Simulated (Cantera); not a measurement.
A closed system holds: 1 mol B, 1.4 mol H₂, 1.2 mol NH₃, held at 1023 K and 1330 Pa.

Cantera equilibrium calculation (NASA polynomials, part measured and part estimated; ideal gas, pure solids and liquids). Candidate condensed phases: B, BN; 15 gas species. Equilibrium is a limit: real reactors are often held back by kinetics, nucleation or transport.

Base state: H₂ 0.970, N₂ 0.0303 (mole fractions); condensed: BN(s).

Question: What changes in the equilibrium state with this change: temperature from 1023 K to 1925 K?

Answer: 
```json
[
 {"species": "H₂", "before": "0.970", "after": "0.962"},
 {"species": "N₂", "before": "0.0303", "after": "0.0302"},
 {"species": "H", "before": "3.53e-8", "after": "0.00812"},
 {"species": "BH₂", "before": "<1e-9", "after": "8.69e-5"},
 {"species": "BN(s), mol", "before": "1.00", "after": "1.000"}
]
```
The tables' values for BH₂ are old estimates; treat these amounts as uncertain.
